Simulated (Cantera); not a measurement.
Input: 1 mol SiCl4, 0.25 mol NH3, 5 mol H2, at 1998.15 K and 1.33 mbar.

Equilibrium computed with Cantera from the NASA thermochemical tables; the gas is ideal and each condensed phase is pure. Candidate condensed phases: NH4Cl, Si, Si3N4; 28 gas species. The tables' values for SiCl, SiCl3, SiN are old estimates; treat these amounts as uncertain. Gases not in the tables: Si2H6 and higher silanes. Kinetics and transport are ignored.

Base state: H2 0.539, HCl 0.272, SiCl2 0.113, H 0.0323, N2 0.0161, Cl 0.0121, Si 0.0109, SiCl 0.00444 (mole fractions); condensed: gas only.

### Question
What changes in the equilibrium state with this change: H2 from 5 to 0.63 mol?

### Answer
```tsv
species	before	after
HCl	0.272	0.522
SiCl2	0.113	0.296
Cl	0.0121	0.0843
H2	0.539	0.0412
Si	0.0109	0.000596
H	0.0323	0.00892
N2	0.0161	0.0382
Si2	3.87e-5	1.15e-7
SiH2	1.94e-5	8.07e-8
SiCl4	1.27e-6	0.000161
SiH	0.000200	3.01e-6
Cl2	3.65e-7	1.77e-5
```
The tables' values for SiCl3, SiCl are old estimates; treat these amounts as uncertain.
